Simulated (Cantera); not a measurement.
A freely propagating, adiabatic, planar premixed flame of H2 : O2 : N2 : H2O = 1 : 0.333 : 1.37 : 0.0096 (molar parts), unburnt at 550 K and 2.30 bar; mixture-averaged transport, grid criteria slope 0.08 and curve 0.16, no radiation.

Model: the H2/O2 subset of GRI-Mech 3.0, which has no nitrogen chemistry, integrated in Cantera. The hydrogen kinetics of GRI-Mech 3.0 are dated; newer H2 mechanisms differ, most at raised pressure. Burning velocities carry a grid error of a few per cent, more on coarse grids.

Q: Predict: laminar burning velocity; thermal thickness; peak x(HO2); peak x(H2O2); peak x(OH).

A: 
```json
{
 "laminar_burning_velocity": "744 cm/s",
 "thermal_thickness": "0.148 mm",
 "peak x(HO2)": "0.000567",
 "peak x(H2O2)": "3.84e-5",
 "peak x(OH)": "0.00960"
}
```
